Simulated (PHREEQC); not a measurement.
A solution holds 0.02 mol/kgw NaAlO2, at 5.7 °C. Closed to the air; pH follows from the charge balance.

Equilibrium calculation in PHREEQC: ion-association model, phreeqc.dat.

Each row changes one thing in this solution. Precipitation was switched off in this run.

```json
[
 {"case": "as made", "pH": "9.34", "ionic strength (mol/kgw)": "0.0200", "Al(OH)3 (mol/kgw)": "4.86e-6", "Al(OH)2+ (mol/kgw)": "8.68e-8", "AlOH+2 (mol/kgw)": "4.93e-11", "SI of Al(OH)3(a) (Al(OH)3)": "+1.58"},
 {"case": "diluted 10-fold with water", "pH": "8.89", "ionic strength (mol/kgw)": "0.00200", "Al(OH)3 (mol/kgw)": "1.50e-6", "Al(OH)2+ (mol/kgw)": "6.90e-8", "AlOH+2 (mol/kgw)": "8.62e-11", "SI of Al(OH)3(a) (Al(OH)3)": "+1.07"},
 {"case": "NaAlO2 from 0.02 to 0.2 mol/kgw", "pH": "9.75", "ionic strength (mol/kgw)": "0.200", "Al(OH)3 (mol/kgw)": "1.54e-5", "Al(OH)2+ (mol/kgw)": "1.31e-7", "AlOH+2 (mol/kgw)": "4.68e-11", "SI of Al(OH)3(a) (Al(OH)3)": "+2.10"},
 {"case": "NaAlO2 from 0.02 to 0.01 mol/kgw", "pH": "9.21", "ionic strength (mol/kgw)": "0.0100", "Al(OH)3 (mol/kgw)": "3.42e-6", "Al(OH)2+ (mol/kgw)": "8.00e-8", "AlOH+2 (mol/kgw)": "5.60e-11", "SI of Al(OH)3(a) (Al(OH)3)": "+1.43"},
 {"case": "NaAlO2 from 0.02 to 0.018 mol/kgw", "pH": "9.32", "ionic strength (mol/kgw)": "0.0180", "Al(OH)3 (mol/kgw)": "4.61e-6", "Al(OH)2+ (mol/kgw)": "8.57e-8", "AlOH+2 (mol/kgw)": "5.01e-11", "SI of Al(OH)3(a) (Al(OH)3)": "+1.56"},
 {"case": "diluted 5-fold with water", "pH": "9.03", "ionic strength (mol/kgw)": "0.00400", "Al(OH)3 (mol/kgw)": "2.14e-6", "Al(OH)2+ (mol/kgw)": "7.32e-8", "AlOH+2 (mol/kgw)": "7.03e-11", "SI of Al(OH)3(a) (Al(OH)3)": "+1.22"},
 {"case": "temperature from 5.7 to 85 °C", "pH": "7.84", "ionic strength (mol/kgw)": "0.0200", "Al(OH)3 (mol/kgw)": "2.59e-5", "Al(OH)2+ (mol/kgw)": "1.56e-7", "AlOH+2 (mol/kgw)": "1.10e-11", "SI of Al(OH)3(a) (Al(OH)3)": "+0.42"}
]
```

Some of these states are supersaturated (in Al(OH)3(a), Gibbsite (slow to form), for instance). Constants without temperature data keep their 25 °C values here.
